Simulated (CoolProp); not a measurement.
Ammonia along the isobar 13.1 MPa: fugacity coefficient from the reference equation and from simpler models built on Tc = 132.4 °C, pc = 11.36 MPa, ω = 0.256; each cubic takes its own stable root.

Computed with CoolProp (reference Helmholtz-energy equation of state, Gao 2020).

| T (°C) | phase | reference |
|---|---|---|
| -18.45 | liquid | 0.01740 |
| 18.35 | liquid | 0.06478 |
| 55.15 | liquid | 0.1668 |
| 91.95 | liquid | 0.3328 |
| 128.75 | liquid | 0.5473 |
| 165.55 | supercritical | 0.6987 |
| 202.25 | supercritical | 0.7762 |
| 239.05 | supercritical | 0.8302 |
| 275.85 | supercritical | 0.8696 |

**Question.** How far does each simpler model (van der Waals, Soave-Redlich-Kwong, Peng-Robinson) lie from the reference over these 9 states: mean and median of the absolute difference, and the worst?

**Answer.** 
- van der Waals: mean 105.9 %, median 12.6 %, worst +562.6 % at -18.45 °C and 13.1 MPa
- Soave-Redlich-Kwong: mean 4.6 %, median 3.7 %, worst +8.3 % at 55.15 °C and 13.1 MPa
- Peng-Robinson: mean 2.3 %, median 1.6 %, worst +4.3 % at 55.15 °C and 13.1 MPa
